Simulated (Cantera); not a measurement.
Gas activation for diamond growth

An isothermal, constant-pressure homogeneous reactor starts with CH4 : H2 : H = 0.023 : 1 : 0.031 (molar parts), at 2225 K and 10.00 Torr.

Detailed kinetics in Cantera: GRI-Mech 3.0 (53 species, 325 reactions). GRI-Mech 3.0 stops at C3 and has no aromatics, soot or wall deposition, so with more carbon than oxygen in the feed, carbon stays in small species such as C2H2 where larger ones or solid carbon would form. Radical loss at walls, strong at low pressure, is not modelled.

```
t (s)       x CH4   x H2     x H    x C2H4   x C2H2
-------  --------  -----  ------  --------  -------
0.00100    0.0111  0.961  0.0201  0.000115  0.00294
0.00211   0.00864  0.964  0.0192   6.88e-5  0.00477
0.00447   0.00581  0.966  0.0190   3.28e-5  0.00675
0.00946   0.00322  0.967  0.0198   1.20e-5  0.00849
0.0200    0.00144  0.966  0.0218   3.46e-6  0.00968
0.0423   0.000537  0.964  0.0246   1.14e-6   0.0103
0.0894   0.000182  0.961  0.0282   6.49e-7   0.0105
0.189     5.79e-5  0.956  0.0329   5.04e-7   0.0106
0.400     1.85e-5  0.950  0.0396   4.08e-7   0.0106
0.846     8.06e-6  0.942  0.0475   3.33e-7   0.0105
1.79      5.96e-6  0.936  0.0532   2.93e-7   0.0105
3.78      5.63e-6  0.935  0.0546   2.84e-7   0.0105
8.00      5.62e-6  0.935  0.0546   2.84e-7   0.0105
```
x: mole fraction; the columns are a selection and need not sum to one.

Equilibrium at this temperature and pressure: CH4 5.66e-6, H2 0.935, H 0.0546, C2H4 2.84e-7, C2H2 0.0105 (gas phase only).
